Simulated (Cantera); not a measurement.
Standard-state values (1 bar) from the NASA 1993 polynomials, evaluated with Cantera. Values are per mole of reaction as written; species without (g) are pure solids or liquids, kept so even where they would boil at 1 bar.

Problem. Between 500 and 1400 K, where is each reaction favourable under standard conditions?
- C + 2 Na2CO3 → 4 Na + 3 CO2(g)

Solution. 
- C + 2 Na2CO3 → 4 Na + 3 CO2(g): ΔG° is 796 kJ at 500 K and 332 kJ at 1400 K; it stays positive (K < 1). ΔH° is 943 kJ and ΔS° 437 J/K at 1400 K.
